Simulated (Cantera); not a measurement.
Mixture: 5.32 % CH4, 1.49 % CO, 8.13 % O2, 85.1 % N2, at 2.76 atm, adiabatic and at constant pressure. Ignition delay is the time to a rise of 400 K.

Detailed kinetics in Cantera: GRI-Mech 3.0 (53 species, 325 reactions).

Problem. Predict: delay at 1075 K; delay at 1175 K; delay at 1275 K; delay at 1375 K; delay at 1475 K; apparent activation energy between 1425 and 1525 K.

Solution. 
| Item | Result |
|---|---|
| delay at 1075 K | 0.518 s |
| delay at 1175 K | 0.111 s |
| delay at 1275 K | 27.7 ms |
| delay at 1375 K | 7.61 ms |
| delay at 1475 K | 2.26 ms |
| apparent activation energy between 1425 and 1525 K | 210 kJ/mol |
